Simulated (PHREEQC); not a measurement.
PHREEQC input (ion-association model, wateq4f.dat):

```
SOLUTION_MASTER_SPECIES
  An  An-  0  An  62.0  # stands for a non-complexing anion
SOLUTION_SPECIES
  An- = An-
    -log_k 0
    -gamma 3.0 0
PHASES
  Fix_H+
    H+ = H+
    -log_k 0
SOLUTION 1
  temp 25
  units mmol/kgw
  pH 7 charge
  Cl 0.116
  Mn(2) 0.058
  Na 100
  An 100
END
SELECTED_OUTPUT 1
  -reset false
  -pH true
  -pe true
  -ionic_strength true
  -water true
  -totals Cl Mn Na Mn(2) Mn(3) Mn(6) Mn(7)
  -molalities Hfo_wOH Hfo_wOH2+ Hfo_wO- Hfo_sOH Hfo_sOH2+ Hfo_sO- Hfo_sOMn+ Hfo_wOMn+
  -saturation_indices Pyrochroite Halite
USER_PUNCH 1
  -headings sigma psi
  10 PUNCH EDL("sigma", "Hfo"), EDL("psi", "Hfo")
PRINT
  -reset false
USE solution 1
SURFACE 1
  Hfo_wOH 0.00539326 600 2.4
  Hfo_sOH 0.000134831
EQUILIBRIUM_PHASES 1
  Fix_H+ -3 HAn 10
    -force_equality true
END
# ... the last block is repeated for the other 12 points of pH, with NaOH or the acid as the point needs
```

Selected output (columns that matter, 9 of 13 rows; pH added in front):

```
pH	mu	Cl	Mn	Na	m_Hfo_wOH	m_Hfo_wOH2+	m_Hfo_wO-	m_Hfo_sOH	m_Hfo_sOH2+	m_Hfo_sO-	si_Pyrochroite	si_Halite	sigma	psi
3	0.1041	0.000116	5.8e-05	0.1	0.00010067	0.0052925	4.387e-08	2.5168e-06	0.00013231	1.0967e-09	-13.842	-6.7438	0.36351	0.15199
4.33	0.10241	0.000116	5.7976e-05	0.1	0.0011342	0.0042521	6.9307e-06	2.835e-05	0.00010628	1.7324e-07	-11.18	-6.7426	0.29158	0.14115
5	0.10179	0.000116	5.7618e-05	0.1	0.0021876	0.0031711	3.4571e-05	5.4539e-05	7.906e-05	8.619e-07	-9.8421	-6.7421	0.21544	0.12593
5.67	0.10122	0.000116	5.291e-05	0.1	0.0031211	0.0021691	0.00010288	7.5178e-05	5.2247e-05	2.4781e-06	-8.5385	-6.7417	0.14213	0.10518
7	0.10035	0.000116	4.0853e-06	0.1	0.0040246	0.00099196	0.00037407	6.2374e-05	1.5374e-05	5.7974e-06	-6.9897	-6.741	0.045659	0.053136
8.33	0.10017	0.000116	1.8154e-08	0.10022	0.0041298	0.00054974	0.00071073	6.1141e-05	8.1387e-06	1.0522e-05	-6.6829	-6.7399	-0.0070624	-0.0097149
9	0.10038	0.000116	1.1619e-09	0.10063	0.0040478	0.00039706	0.00094535	5.9915e-05	5.8772e-06	1.3993e-05	-6.5414	-6.7383	-0.033398	-0.041506
9.67	0.10069	0.000116	8.8102e-11	0.10121	0.0038124	0.00025094	0.0013269	5.6429e-05	3.7143e-06	1.964e-05	-6.3421	-6.7361	-0.06928	-0.070891
11	0.10282	0.00011599	2.1617e-12	0.10422	0.0024756	4.8997e-05	0.0028654	3.6643e-05	7.2524e-07	4.2413e-05	-5.6328	-6.7249	-0.18764	-0.1187
```

The oxide is taken as insoluble; below pH 4 it would dissolve.
